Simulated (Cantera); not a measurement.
A closed system holds: 1 mol SiH₂Cl₂, 0.018 mol HCl, 55 mol H₂, at 1750 K and 0.00300 bar.

Equilibrium computed with Cantera from the NASA thermochemical tables; the gas is ideal and each condensed phase is pure. Candidate condensed phases: Si; 19 gas species. The tables' values for SiCl are old estimates; treat these amounts as uncertain. Gases not in the tables: Si₂H₆ and higher silanes. Kinetics and transport are ignored.

Base state: H₂ 0.963, HCl 0.0292, H 0.00417, SiCl₂ 0.00294, Si 0.000500, Cl 9.75e-5, SiCl 9.58e-5, SiH 3.56e-5 (mole fractions); condensed: Si(l).

### Question
What changes in the equilibrium state with this change: SiH₂Cl₂ replaced by SiHCl₃?

### Answer
```
species      before     after
----------  -------  --------
H₂            0.963     0.948
HCl          0.0292    0.0408
SiCl₂       0.00294   0.00584
Cl          9.75e-5  0.000137
SiCl        9.58e-5  0.000135
SiH₂        2.01e-5   1.98e-5
Si(l), mol    0.794     0.626
```
